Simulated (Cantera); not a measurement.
Input (Python, Cantera):

```python
import numpy as np
import cantera as ct

gas = ct.Solution("gri30.yaml", transport_model="multicomponent")
show = ['OH', 'H2', 'O']

rows = []
print(f"{'T/K':>7s}{'rho':>11s}{'cp':>10s}{'mu':>11s}{'lambda':>11s}{'Pr':>7s}" + "".join(f"{'D_' + s:>11s}" for s in show))
for T in [400, 550, 700, 850, 1000, 1150, 1300]:
    gas.TPX = T, 11, {'NH3': 0.86, 'CH4': 0.45, 'CO': 0.35}
    Pr = gas.cp_mass * gas.viscosity / gas.thermal_conductivity
    D = [gas.mix_diff_coeffs_mole[gas.species_index(s)] for s in show]
    rows.append([gas.density, gas.cp_mass, gas.viscosity, gas.thermal_conductivity, Pr, *D])
    print(f"{T:7g}{gas.density:11.4e}{gas.cp_mass:10.1f}{gas.viscosity:11.4e}"
          f"{gas.thermal_conductivity:11.4e}{Pr:7.3f}" + "".join(f"{d:11.4e}" for d in D))
print("SI units: kg/m3, J/kg/K, Pa s, W/m/K, m2/s")
```

Output:

```
    T/K        rho        cp         mu     lambda     Pr       D_OH       D_H2        D_O
    400 6.3100e-05    1950.1 1.5889e-05 4.4370e-02  0.698 5.1900e-01 1.1878e+00 5.2749e-01
    550 4.5891e-05    2224.0 2.0918e-05 6.6751e-02  0.697 9.0853e-01 2.0541e+00 9.2342e-01
    700 3.6057e-05    2493.0 2.5550e-05 9.1111e-02  0.699 1.3767e+00 3.0918e+00 1.3993e+00
    850 2.9694e-05    2728.5 2.9844e-05 1.1603e-01  0.702 1.9163e+00 4.2861e+00 1.9477e+00
   1000 2.5240e-05    2947.6 3.3857e-05 1.4168e-01  0.704 2.5221e+00 5.6263e+00 2.5635e+00
   1150 2.1948e-05    3133.2 3.7635e-05 1.6690e-01  0.707 3.1903e+00 7.1042e+00 3.2426e+00
   1300 1.9415e-05    3294.7 4.1213e-05 1.9172e-01  0.708 3.9176e+00 8.7131e+00 3.9818e+00
SI units: kg/m3, J/kg/K, Pa s, W/m/K, m2/s
```

Model: GRI-Mech 3.0 (53 species, 325 reactions), integrated in Cantera. Polar gases are described roughly by these parameters. The composition is frozen, though it would react at the higher temperatures.
